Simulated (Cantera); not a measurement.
Cantera run, input and output.

```python
import numpy as np
import cantera as ct

gas = ct.Solution("gri30.yaml")
gas.TPX = 1425, 31000, {'C3H8': 1, 'O2': 5.88, 'N2': 22.1}
reactor = ct.IdealGasConstPressureReactor(gas, energy="on", clone=False)
net = ct.ReactorNet([reactor])
net.rtol, net.atol = 1e-08, 1e-16
show = ['C3H8', 'O2', 'CO2', 'NO', 'H2O2']
times = np.geomspace(2e-06, 0.3, 16)

steps = ct.SolutionArray(gas, extra=["t"])
rows = []
print(f"{'t/s':>10s}{'T/K':>9s}{'P/Pa':>11s}" + "".join(f"{s:>11s}" for s in show))
for t in times:
    while net.time < t:
        t_next = net.step()
        steps.append(gas.state, t=t_next)
    rows.append([np.interp(t, steps.t, y) for y in (steps.T, steps.P, *steps(*show).X.T)])
    print(f"{t:10.3e}{rows[-1][0]:9.1f}{rows[-1][1]:11.4g}" + "".join(f"{x:11.3e}" for x in rows[-1][2:]))
rate = np.gradient(steps.T, steps.t)
print("integrator steps:", len(steps.t))
if steps.T.max() > steps.T[0] + 200:
    print(f"time of steepest temperature rise: {steps.t[rate.argmax()]:.4e} s")
gas.TPX = 1425, 31000, {'C3H8': 1, 'O2': 5.88, 'N2': 22.1}
gas.equilibrate("HP")
print(f"equilibrium (HP): T = {gas.T:.1f} K  " + "  ".join(f"{s} {gas[s].X[0]:.3e}" for s in show))
```

Output:

```
       t/s      T/K       P/Pa       C3H8         O2        CO2         NO       H2O2
 2.000e-06   1424.7    3.1e+04  3.447e-02  2.029e-01  6.869e-11  1.066e-16  3.622e-09
 4.427e-06   1424.4    3.1e+04  3.443e-02  2.029e-01  1.913e-09  1.221e-15  3.474e-08
 9.799e-06   1423.5    3.1e+04  3.429e-02  2.028e-01  3.270e-08  9.715e-15  3.072e-07
 2.169e-05   1421.6    3.1e+04  3.393e-02  2.026e-01  4.355e-07  8.249e-14  2.166e-06
 4.801e-05   1418.5    3.1e+04  3.278e-02  2.020e-01  5.340e-06  1.141e-12  7.057e-06
 1.063e-04   1417.0    3.1e+04  2.955e-02  2.000e-01  3.534e-05  9.648e-12  8.246e-06
 2.352e-04   1438.0    3.1e+04  1.898e-02  1.907e-01  2.130e-04  1.250e-10  2.778e-05
 5.206e-04   2256.9    3.1e+04  2.247e-48  4.875e-02  4.790e-02  5.672e-05  5.840e-08
 1.152e-03   2413.9    3.1e+04  1.157e-48  4.640e-02  5.258e-02  3.474e-04  5.307e-08
 2.551e-03   2557.2    3.1e+04  2.066e-48  4.333e-02  5.879e-02  1.420e-03  8.067e-08
 5.646e-03   2604.2    3.1e+04  3.735e-48  4.111e-02  6.146e-02  4.077e-03  1.040e-07
 1.250e-02   2602.3    3.1e+04  4.098e-48  3.939e-02  6.161e-02  7.957e-03  1.027e-07
 2.766e-02   2599.7    3.1e+04  4.296e-48  3.827e-02  6.164e-02  1.057e-02  1.010e-07
 6.123e-02   2599.3    3.1e+04  4.330e-48  3.809e-02  6.164e-02  1.099e-02  1.007e-07
 1.355e-01   2599.3    3.1e+04  4.330e-48  3.808e-02  6.164e-02  1.099e-02  1.007e-07
 3.000e-01   2599.3    3.1e+04  4.330e-48  3.808e-02  6.164e-02  1.099e-02  1.007e-07
integrator steps: 1729
time of steepest temperature rise: 3.4539e-04 s
equilibrium (HP): T = 2599.3 K  C3H8 8.806e-48  O2 3.808e-02  CO2 6.164e-02  NO 1.099e-02  H2O2 1.007e-07
```

Cantera simulation using GRI-Mech 3.0 (53 species, 325 reactions); the numbers are that mechanism's predictions, not measurements. GRI-Mech 3.0 was tuned for natural gas; its chemistry of propane as a main component is partial and can be far from experiment.
